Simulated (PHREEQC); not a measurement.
**Hard or scaling water: an equilibrium model**

A solution holds 0.0091 mol MgCl2 and 0.0001 mol Na2HPO4 per kg of water, at 25 °C. Closed to the air; pH follows from the charge balance.

Equilibrium calculation in PHREEQC: ion-association model, phreeqc.dat.

Each row changes one thing in this solution. Precipitation was switched off in this run.

| case | pH | ionic strength (mol/kgw) |
|---|---|---|
| as made | 7.62 | 0.0273 |
| Na2HPO4 from 0.0001 to 0.0005 mol/kgw | 7.66 | 0.0275 |
| Na2HPO4 left out | 6.77 | 0.0273 |
| diluted 2-fold with water | 7.71 | 0.0137 |
| MgCl2 left out | 8.57 | 0.000296 |
| MgCl2 from 0.0091 to 0.00091 mol/kgw | 8.02 | 0.00290 |
| 0.012 mol/kgw NaCl added | 7.64 | 0.0394 |
| temperature from 25 to 60 °C | 7.21 | 0.0273 |

Complexes and solids missing from the database can't appear. Constants without temperature data keep their 25 °C values here.
